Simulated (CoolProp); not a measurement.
Neopentane at several states: fugacity coefficient from the reference equation and from simpler models built on Tc = 160.6 °C, pc = 31.96 bar, ω = 0.196; each cubic takes its own stable root.

Model: reference Helmholtz-energy equation of state, Lemmon 2006, in CoolProp. It is a short technical equation, of lower accuracy than the large ones.

```json
[
 {"T (°C)": "94.65", "p (bar)": "1.65", "phase": "gas", "reference": "0.9707"},
 {"T (°C)": "19.35", "p (bar)": "131", "phase": "liquid", "reference": "0.01954"},
 {"T (°C)": "48.15", "p (bar)": "25.1", "phase": "liquid", "reference": "0.1358"},
 {"T (°C)": "8.45", "p (bar)": "30.9", "phase": "liquid", "reference": "0.03524"},
 {"T (°C)": "103.45", "p (bar)": "0.567", "phase": "gas", "reference": "0.9907"},
 {"T (°C)": "132.65", "p (bar)": "145", "phase": "liquid", "reference": "0.1821"}
]
```

Task: How far does each simpler model (Redlich-Kwong, Soave-Redlich-Kwong, Peng-Robinson) lie from the reference over these 6 states: mean and median of the absolute difference, and the worst?

Result: 
- Redlich-Kwong: mean 22.2 %, median 20.2 %, worst +46.8 % at 8.45 °C and 30.9 bar
- Soave-Redlich-Kwong: mean 2.0 %, median 1.2 %, worst +5.9 % at 132.65 °C and 145 bar
- Peng-Robinson: mean 1.6 %, median 0.7 %, worst -4.2 % at 19.35 °C and 131 bar
